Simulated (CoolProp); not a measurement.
The fluid at 465.8 K and 4.5 MPa (gas) is heated at constant pressure to 599.2 K. The same conditions are run with several fluids, on thermodynamics alone (safety and materials aside).

Values from CoolProp's reference Helmholtz-energy equation of state of each fluid (carbonyl sulfide: Lemmon 2006; hydrogen sulfide: Lemmon 2006; methane: Setzmann 1991).

Rank carbonyl sulfide, hydrogen sulfide, methane by heat (kJ/kg), highest first.

methane (411), hydrogen sulfide (162), carbonyl sulfide (122)

```json
[
 {"fluid": "carbonyl sulfide", "final density (kg/m³)": "57.0"},
 {"fluid": "hydrogen sulfide", "final density (kg/m³)": "31.7"},
 {"fluid": "methane", "final density (kg/m³)": "14.4"}
]
```
